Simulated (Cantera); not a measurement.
A closed system holds: 1 mol CH₃SiH₃, 1.2 mol C₂H₂, 2.8 mol H₂, at 1298.15 K and 0.00190 bar.

Equilibrium computed with Cantera from the NASA thermochemical tables; the gas is ideal and each condensed phase is pure. Candidate condensed phases: C, C₆H₆, C₇H₈, C₈H₁₈, Si, SiC; 87 gas species. The feed counts by its element totals alone. The numbers say what is thermodynamically allowed, not how fast it happens.

Base state: H₂ 1.000, H 2.46e-5, CH₄ 1.51e-5 (mole fractions); condensed: C(graphite) + SiC(s).

Question: What changes in the equilibrium state with this change: pressure from 0.00190 bar to 0.133 bar?

Answer: 
| species | before | after |
|---|---|---|
| H₂ | 1.000 | 0.999 |
| CH₄ | 1.51e-5 | 0.00106 |
| H | 2.46e-5 | 2.94e-6 |
| C(graphite), mol | 2.40 | 2.39 |
| SiC(s), mol | 1.00 | 1.00 |
